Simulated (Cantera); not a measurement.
Cantera run:

```python
import numpy as np
import cantera as ct

gas_names = """
    CL CL2 H HCL H2 Si SiCL SiCL2 SiCL3 SiCL4 SiH SiHCL3 SiH2 SiH2CL2 SiH3 SiH3CL SiH4 Si2 Si3
""".split()
cond_names = """
    Si(cr) Si(L)
""".split()


def load(file, names, dense=False):
    # The tables refer to 1 bar. Condensed volumes are neglected.
    table = {s.name: s for s in ct.Species.list_from_file(file)}
    out = []
    for n in names:
        d = dict(table[n].input_data)
        d["thermo"] = dict(d["thermo"], **{"reference-pressure": 1e5})
        if dense:
            d["equation-of-state"] = {"model": "constant-volume", "density": "1e6 g/cm^3"}
        out.append(ct.Species.from_dict(d))
    return out


gas = ct.Solution(thermo="ideal-gas", species=load("nasa_gas.yaml", gas_names))
cond = {s.name: ct.Solution(thermo="fixed-stoichiometry", species=[s], name=s.name)
        for s in load("nasa_condensed.yaml", cond_names, dense=True)}
atoms = {
    'SiCl4': {'Si': 1, 'CL': 4},
    'H2': {'H': 2},
    'Cl2': {'CL': 2},
}
top_T = {}  # K; cautious upper limits of use, not melting points


def equilibrate(T, P, feed):
    n = {}
    for name, mol in feed.items():
        for a, k in atoms[name].items():
            n[a] = n.get(a, 0.0) + k * mol
    gas.TPX = T, P, n
    mass = sum(n.values()) * gas.mean_molecular_weight
    gas.equilibrate("TP")
    valid = [c for c in cond.values() if c.min_temp <= T <= top_T.get(c.name, c.max_temp)]
    mix = ct.Mixture([(gas, mass / gas.mean_molecular_weight)] + [(c, 0.0) for c in valid])
    mix.T, mix.P = T, P
    mix.equilibrate("TP", solver="vcs", rtol=1e-11, max_steps=5000)
    return mix


results = []
feed = {'SiCl4': 1, 'H2': 20, 'Cl2': 0.032}  # mol
P = 1000  # Pa
for T in [873, 898, 923, 948, 973, 998, 1023, 1048, 1073, 1098]:
    mix = equilibrate(T, P, feed)
    results.append((T, P, feed, dict(zip(mix.species_names, mix.species_moles))))

top = {s: max(r[3][s] / sum(r[3][g] for g in gas_names) for r in results) for s in gas_names}
cols = sorted((s for s in top if top[s] > 0.0001), key=lambda s: -top[s])[:7]
seen = [c for c in cond_names if any(r[3].get(c, 0) > 1e-12 for r in results)]
print("log10 of partial pressures in bar; condensed amounts in mol")
print(f"{'T/K':>10s}" + "".join(f"{s[:9]:>10s}" for s in cols + seen))
for T, P, feed, n in results:
    ng = sum(n[g] for g in gas_names)
    print(f"{T:10.4g}" + "".join(f"{np.log10(max(n[s] / ng * P / 1e5, 1e-99)):10.3f}" for s in cols)
          + "".join(f"{n.get(c, 0):10.4g}" for c in seen))
```

Result:

```
log10 of partial pressures in bar; condensed amounts in mol
       T/K        H2       HCL     SiCL4    SiHCL3     SiCL2     SiCL3   SiH2CL2    Si(cr)
       873    -2.026    -3.961    -3.400    -4.135    -6.221    -5.695    -5.910         0
       898    -2.027    -3.912    -3.413    -4.084    -5.833    -5.465    -5.779         0
       923    -2.028    -3.846    -3.426    -4.057    -5.506    -5.269    -5.696  0.004651
       948    -2.029    -3.744    -3.439    -4.071    -5.276    -5.122    -5.697   0.02257
       973    -2.031    -3.649    -3.455    -4.087    -5.060    -4.986    -5.701    0.0426
       998    -2.032    -3.560    -3.475    -4.107    -4.858    -4.862    -5.707   0.06435
      1023    -2.035    -3.477    -3.501    -4.131    -4.670    -4.748    -5.717   0.08719
      1048    -2.037    -3.401    -3.533    -4.159    -4.494    -4.645    -5.730    0.1102
      1073    -2.040    -3.330    -3.573    -4.194    -4.332    -4.554    -5.748    0.1324
      1098    -2.043    -3.267    -3.623    -4.236    -4.183    -4.477    -5.772    0.1524
```

Equilibrium computed with Cantera from the NASA thermochemical tables; the gas is ideal and each condensed phase is pure. The tables' values for SiCl3 are old estimates; treat these amounts as uncertain.
